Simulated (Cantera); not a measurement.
# NO annealing gas

An isothermal, constant-pressure homogeneous reactor starts with 12.6 % NO, 86.0 % N₂, 1.39 % H₂O, at 1825 K and 66.8 Torr.

Computed with Cantera and GRI-Mech 3.0 (53 species, 325 reactions).

```csv
t (s),x NO,x N₂O,x O,x NO₂,x O₂,x N₂
0.000400,0.126,1.62e-7,9.27e-8,4.47e-9,1.69e-10,0.860
0.00118,0.126,4.67e-7,1.32e-7,3.56e-8,1.18e-9,0.860
0.00349,0.126,1.28e-6,1.80e-7,2.56e-7,9.49e-9,0.860
0.0103,0.126,3.07e-6,5.29e-7,1.62e-6,1.78e-7,0.860
0.0305,0.126,5.25e-6,3.73e-6,5.70e-6,1.29e-5,0.860
0.0901,0.126,5.07e-6,5.59e-6,3.18e-6,0.000109,0.860
0.266,0.126,4.44e-6,9.90e-6,3.02e-6,0.000256,0.860
0.787,0.125,4.56e-6,1.44e-5,4.64e-6,0.000608,0.860
2.33,0.123,4.61e-6,2.29e-5,7.62e-6,0.00167,0.861
6.87,0.117,4.28e-6,3.77e-5,1.24e-5,0.00483,0.864
20.3,0.0985,3.12e-6,6.25e-5,1.78e-5,0.0138,0.874
60.0,0.0577,1.09e-6,9.67e-5,1.65e-5,0.0342,0.894
```
x: mole fraction; the columns are a selection and need not sum to one.

Equilibrium at this temperature and pressure: NO 0.00266, N₂O 4.91e-8, O 0.000129, NO₂ 1.02e-6, O₂ 0.0617, N₂ 0.921 (gas phase only).
